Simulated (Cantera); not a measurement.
Charge: 1 mol Ti, 20 mol H2, at 1.60 mbar.

These are equilibrium values from Cantera (NASA tables, ideal gas, pure condensed phases), not measurements of a reactor. Candidate condensed phases: Ti; 3 gas species. The numbers say what is thermodynamically allowed, not how fast it happens.

Task: Which condensed phases are stable at each of these points (T (K)): 1725, 1775, 1825, 1875, 1925, 1975, 2025, 2075, 2125, 2175?

Result: 
| T (K) | condensed phases | Ti condensed (%) |
|---|---|---|
| 1725 | Ti(β) | 99.8 |
| 1775 | Ti(β) | 99.6 |
| 1825 | Ti(β) | 99.1 |
| 1875 | Ti(β) | 97.9 |
| 1925 | Ti(β) | 95.5 |
| 1975 | Ti(l) | 90.9 |
| 2025 | Ti(l) | 82.2 |
| 2075 | Ti(l) | 66.3 |
| 2125 | Ti(l) | 37.4 |
| 2175 | gas only | 0.0 |

From 1725 K to 1925 K the condensed part is Ti(β). From 1975 K to 2125 K the condensed part is Ti(l). At 2175 K nothing is condensed.
